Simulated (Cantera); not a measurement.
Gas mixture: 33.1 % NH3, 66.9 % H2, at 0.0750 Torr, frozen composition.

Cantera's kinetic-theory transport with the Lennard-Jones parameters of GRI-Mech 3.0, ideal gas; thermal conductivity in the mixture-averaged form. Polar gases are described roughly by these parameters. The composition is frozen, though it would react at the higher temperatures.

D: mixture-averaged diffusion coefficient of that species in the mixture.

```
T (K)  ρ (kg/m³)  cp (J/kg/K)  μ (µPa s)  λ (mW/m/K)     Pr  D (cm²/s) O  D (cm²/s) NO  D (cm²/s) H2O
-----  ---------  -----------  ---------  ----------  -----  -----------  ------------  -------------
400      2.10e-5         4636       13.8         132  0.484        10900    (withheld)           7220
600      1.40e-5         4951       19.7         189  0.514        22200    (withheld)          15900
800      1.05e-5         5266       25.0         246  0.535        36300    (withheld)          27500
1000     8.40e-6         5568       30.0         304  0.550        52900    (withheld)          41600
1200     7.00e-6         5858       34.5         360  0.561        71800    (withheld)          57900
1400     6.00e-6         6119       38.8         417  0.569        93000    (withheld)          76400
1600     5.25e-6         6352       42.8         472  0.576       116000    (withheld)          96700
1800     4.67e-6         6556       46.6         527  0.580       141000    (withheld)         119000
```

Some entries are withheld; supply them.


- 400, D (cm²/s) NO: 7210
- 600, D (cm²/s) NO: 14800
- 800, D (cm²/s) NO: 24300
- 1000, D (cm²/s) NO: 35500
- 1200, D (cm²/s) NO: 48400
- 1400, D (cm²/s) NO: 62600
- 1600, D (cm²/s) NO: 78300
- 1800, D (cm²/s) NO: 95300
